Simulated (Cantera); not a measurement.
Feed: 1 mol NF3, 7.8 mol H2O, 11 mol N2, held at 2950 K and 150 Pa.

Method: chemical equilibrium by Gibbs-energy minimisation in Cantera with the NASA 1993 tables (ideal gas, pure condensed phases). Candidate condensed phases: H2O; 40 gas species. The numbers say what is thermodynamically allowed, not how fast it happens.

Base state: H 0.350, N2 0.332, O 0.199, HF 0.0730, F 0.0143, H2 0.0101, OH 0.00927, O2 0.00655 (mole fractions); condensed: gas only.

Problem. What changes in the equilibrium state with this change: pressure from 150 Pa to 5900000 Pa?

Solution. 
```
species    before     after
-------  --------  --------
N2          0.332     0.521
H2O      0.000835     0.272
HF         0.0730     0.138
H           0.350   0.00159
O           0.199   0.00203
F          0.0143  0.000151
O2        0.00655    0.0270
NO        0.00514    0.0131
OH        0.00927    0.0169
H2         0.0101   0.00813
NO2       2.12e-8   2.17e-5
HO2       5.17e-8   3.80e-5
N        0.000149   9.43e-7
```
The ideal-gas law is rough above about 30 bar.

Problem. What changes in the equilibrium state with this change: pressure from 150 Pa to 10000 Pa?

Solution. 
| species | before | after |
|---|---|---|
| N2 | 0.332 | 0.444 |
| HF | 0.0730 | 0.116 |
| H | 0.350 | 0.107 |
| O | 0.199 | 0.0582 |
| H2O | 0.000835 | 0.103 |
| F | 0.0143 | 0.00112 |
| H2 | 0.0101 | 0.0633 |
| OH | 0.00927 | 0.0556 |
| O2 | 0.00655 | 0.0375 |
| NO | 0.00514 | 0.0142 |
| N | 0.000149 | 2.11e-5 |

Problem. What changes in the equilibrium state with this change: H2O from 7.8 to 0.063 mol?

Solution. 
```tsv
species	before	after
N2	0.332	0.788
F	0.0143	0.199
HF	0.0730	0.00642
H	0.350	0.00221
O	0.199	0.00414
H2	0.0101	4.03e-7
H2O	0.000835	<1e-9
OH	0.00927	1.22e-6
O2	0.00655	2.85e-6
NO	0.00514	0.000165
N	0.000149	0.000230
```
